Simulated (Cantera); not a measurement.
## NO annealing gas

An isothermal, constant-pressure homogeneous reactor starts with 7.14 % NO, 92.9 % N2, at 2150 K and 10.00 Torr.

Computed with Cantera and GRI-Mech 3.0 (53 species, 325 reactions). Radical loss at walls, strong at low pressure, is not modelled.

```json
[
 {"t (s)": "3.00e-5", "x NO": "0.0714", "x NO2": "<1e-12", "x N2O": "6.52e-9", "x N2": "0.929", "x O": "6.54e-9", "x O2": "<1e-12"},
 {"t (s)": "0.000125", "x NO": "0.0714", "x NO2": "1.41e-12", "x N2O": "2.71e-8", "x N2": "0.929", "x O": "2.74e-8", "x O2": "4.86e-12"},
 {"t (s)": "0.000522", "x NO": "0.0714", "x NO2": "2.30e-11", "x N2O": "1.11e-7", "x N2": "0.929", "x O": "1.16e-7", "x O2": "8.54e-11"},
 {"t (s)": "0.00218", "x NO": "0.0714", "x NO2": "3.16e-10", "x N2O": "4.34e-7", "x N2": "0.929", "x O": "5.14e-7", "x O2": "1.55e-9"},
 {"t (s)": "0.00909", "x NO": "0.0714", "x NO2": "2.92e-9", "x N2O": "1.39e-6", "x N2": "0.929", "x O": "2.56e-6", "x O2": "3.08e-8"},
 {"t (s)": "0.0379", "x NO": "0.0714", "x NO2": "1.91e-8", "x N2O": "2.50e-6", "x N2": "0.929", "x O": "1.40e-5", "x O2": "6.92e-7"},
 {"t (s)": "0.158", "x NO": "0.0713", "x NO2": "9.34e-8", "x N2O": "2.58e-6", "x N2": "0.929", "x O": "6.56e-5", "x O2": "1.43e-5"},
 {"t (s)": "0.660", "x NO": "0.0706", "x NO2": "3.89e-7", "x N2O": "2.43e-6", "x N2": "0.929", "x O": "0.000274", "x O2": "0.000257"},
 {"t (s)": "2.75", "x NO": "0.0626", "x NO2": "1.32e-6", "x N2O": "1.67e-6", "x N2": "0.932", "x O": "0.00102", "x O2": "0.00387"},
 {"t (s)": "11.5", "x NO": "0.0180", "x NO2": "9.91e-7", "x N2O": "1.31e-7", "x N2": "0.954", "x O": "0.00260", "x O2": "0.0254"},
 {"t (s)": "47.9", "x NO": "0.00484", "x NO2": "2.97e-7", "x N2O": "3.44e-8", "x N2": "0.960", "x O": "0.00303", "x O2": "0.0317"},
 {"t (s)": "200", "x NO": "0.00484", "x NO2": "2.96e-7", "x N2O": "3.44e-8", "x N2": "0.960", "x O": "0.00303", "x O2": "0.0317"}
]
```
x: mole fraction; the columns are a selection and need not sum to one.

Equilibrium at this temperature and pressure: NO 0.00484, NO2 2.96e-7, N2O 3.44e-8, N2 0.960, O 0.00303, O2 0.0317 (gas phase only).
